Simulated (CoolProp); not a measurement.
Vapour-liquid equilibrium of acetone (1) + n-heptane (2) at 1430 kPa; x and y are mole fractions of (1).

Model: multi-fluid Helmholtz-energy mixture model, Lemmon 2006 and Span 2003; pair parameters Bell 2016, in CoolProp.

| x | bubble temperature, mixture model (K) | bubble temperature, Raoult's law (K) | y, mixture model | y, Raoult's law |
|---|---|---|---|---|
| 0.05 | ___ | 490.8 | 0.128 | 0.127 |
| 0.2 | 466.4 | 477.3 | ___ | 0.412 |
| 0.35 | ___ | 466.3 | 0.578 | 0.604 |
| 0.5 | 445.7 | 457.2 | ___ | 0.742 |
| 0.65 | ___ | 449.4 | 0.767 | 0.844 |
| 0.8 | 437.1 | 442.7 | 0.850 | 0.922 |
| 0.95 | 435.1 | 436.7 | 0.955 | 0.983 |

Fill in the missing entries.


- 0.05, bubble temperature, mixture model (K): 487.2
- 0.2, y, mixture model: 0.413
- 0.35, bubble temperature, mixture model (K): 453.6
- 0.5, y, mixture model: 0.683
- 0.65, bubble temperature, mixture model (K): 440.6

The largest gap from Raoult's law is -12.7 K in bubble temperature, at x = 0.35. No azeotrope shows between x = 0.05 and 0.95.

Pair parameters are fitted to limited data, so mixtures are less certain than the pure fluids.
